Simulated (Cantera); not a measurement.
Stirred combustor or abatement burner

A perfectly stirred reactor is fed with CH4 : C2H6 : C3H8 : O2 : N2 = 1 : 0.16 : 0.038 : 3.02 : 11.4 (molar parts), equivalence ratio 0.91, at 16.8 atm; it is adiabatic with a 450 K inlet, and is followed from long to short residence time, starting on the burning branch (τ in s: 0.052, 0.022, 0.0092, 0.0038, 0.0016, 0.00067, 0.00028, 0.00012, 4.9e-05, 2.1e-05, 8.6e-06, 3.6e-06).

Model: GRI-Mech 3.0 (53 species, 325 reactions), integrated in Cantera. The pressure lies above the range GRI-Mech 3.0 was tuned for (to about 10 atm).

```json
[
 {"τ (s)": "0.052", "T (K)": "2280", "x CH4": "6.31e-7", "x C2H6": "1.14e-8", "x C3H8": "3.05e-9", "x CH2O": "1.24e-7", "x HCO": "2.92e-9"},
 {"τ (s)": "0.022", "T (K)": "2280", "x CH4": "1.45e-6", "x C2H6": "2.65e-8", "x C3H8": "7.11e-9", "x CH2O": "2.88e-7", "x HCO": "6.53e-9"},
 {"τ (s)": "0.0092", "T (K)": "2280", "x CH4": "3.34e-6", "x C2H6": "6.24e-8", "x C3H8": "1.67e-8", "x CH2O": "6.70e-7", "x HCO": "1.53e-8"},
 {"τ (s)": "0.0038", "T (K)": "2277", "x CH4": "7.58e-6", "x C2H6": "1.48e-7", "x C3H8": "3.95e-8", "x CH2O": "1.54e-6", "x HCO": "3.66e-8"},
 {"τ (s)": "0.0016", "T (K)": "2270", "x CH4": "1.62e-5", "x C2H6": "3.42e-7", "x C3H8": "9.00e-8", "x CH2O": "3.32e-6", "x HCO": "8.65e-8"},
 {"τ (s)": "0.00067", "T (K)": "2256", "x CH4": "3.29e-5", "x C2H6": "7.80e-7", "x C3H8": "2.01e-7", "x CH2O": "6.81e-6", "x HCO": "2.06e-7"},
 {"τ (s)": "0.00028", "T (K)": "2233", "x CH4": "6.50e-5", "x C2H6": "1.76e-6", "x C3H8": "4.37e-7", "x CH2O": "1.34e-5", "x HCO": "4.94e-7"},
 {"τ (s)": "0.00012", "T (K)": "2199", "x CH4": "0.000127", "x C2H6": "3.86e-6", "x C3H8": "9.16e-7", "x CH2O": "2.53e-5", "x HCO": "1.16e-6"},
 {"τ (s)": "4.9e-5", "T (K)": "2144", "x CH4": "0.000277", "x C2H6": "9.26e-6", "x C3H8": "2.06e-6", "x CH2O": "5.13e-5", "x HCO": "2.86e-6"},
 {"τ (s)": "2.1e-5", "T (K)": "2050", "x CH4": "0.000772", "x C2H6": "2.71e-5", "x C3H8": "5.54e-6", "x CH2O": "0.000121", "x HCO": "6.80e-6"},
 {"τ (s)": "8.6e-6", "T (K)": "450", "x CH4": "0.0640", "x C2H6": "0.0102", "x C3H8": "0.00243", "x CH2O": "<1e-12", "x HCO": "<1e-12"},
 {"τ (s)": "3.6e-6", "T (K)": "450", "x CH4": "0.0640", "x C2H6": "0.0102", "x C3H8": "0.00243", "x CH2O": "<1e-12", "x HCO": "<1e-12"}
]
```
x: mole fraction; the columns are a selection and need not sum to one.
